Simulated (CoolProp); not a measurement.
Values from CoolProp's reference Helmholtz-energy equation of state, Thol 2018.

**Question.** For hydrogen chloride, give the phase and the cv (kJ/(kg K)), Joule-Thomson coefficient (K/MPa) at 172.7 K and 539 kPa; 612 K and 480 kPa; 351.5 K and 4680 kPa.

**Answer.** 
- 172.7 K and 539 kPa: liquid; cv 1.08, Joule-Thomson coefficient -0.329
- 612 K and 480 kPa: gas; cv 0.585, Joule-Thomson coefficient 3.91
- 351.5 K and 4680 kPa: gas; cv 0.684, Joule-Thomson coefficient 9.78
